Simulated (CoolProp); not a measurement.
The numbers come from the reference Helmholtz-energy equation of state, Thol 2015 in CoolProp.

Task: Give the vapour pressure (MPa), liquid density (kg/m³), vapour density (kg/m³), enthalpy of vaporisation (kJ/kg) of saturated 1,2-dichloroethane at 100.85 °C.

Result: 
```json
[
 {"T (°C)": "100.85", "p (MPa)": "0.170", "liquid density (kg/m³)": "1130", "vapour density (kg/m³)": "5.64", "enthalpy of vaporisation (kJ/kg)": "314"}
]
```
